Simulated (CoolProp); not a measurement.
The numbers come from the reference Helmholtz-energy equation of state, Wu 2012 in CoolProp.

**Question.** For fluoroethane (R161), give the phase and the Joule-Thomson coefficient (K/MPa) at 4.35 °C and 4.05 bar; 114.15 °C and 4.05 bar; 176.85 °C and 4.05 bar.

**Answer.** 
- 4.35 °C and 4.05 bar: gas; Joule-Thomson coefficient 28.6
- 114.15 °C and 4.05 bar: gas; Joule-Thomson coefficient 9.43
- 176.85 °C and 4.05 bar: gas; Joule-Thomson coefficient 6.01
